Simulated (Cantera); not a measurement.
Charge: 1 mol C3H6, 0.7 mol O2, 0.93 mol N2, 0.048 mol H2O, held at 100 Torr.

Cantera equilibrium calculation (NASA polynomials, part measured and part estimated; ideal gas, pure solids and liquids). Candidate condensed phases: C, C6H6, C7H8, C8H18, H2O; 136 gas species. The numbers say what is thermodynamically allowed, not how fast it happens.

### Question
What share of the C ends up in condensed phases as a function of T (K), at 1248, 1348, 1448, 1548, 1648, 1748, 1848, 1948, 2048, 2148, 2248, 2348, 2448, 2548?

### Answer
| T (K) | C condensed (%) | as |
|---|---|---|
| 1248 | 51.7 | C(graphite) |
| 1348 | 51.7 | C(graphite) |
| 1448 | 51.7 | C(graphite) |
| 1548 | 51.6 | C(graphite) |
| 1648 | 51.6 | C(graphite) |
| 1748 | 51.4 | C(graphite) |
| 1848 | 51.2 | C(graphite) |
| 1948 | 50.9 | C(graphite) |
| 2048 | 50.5 | C(graphite) |
| 2148 | 49.9 | C(graphite) |
| 2248 | 49.0 | C(graphite) |
| 2348 | 47.9 | C(graphite) |
| 2448 | 46.4 | C(graphite) |
| 2548 | 44.6 | C(graphite) |
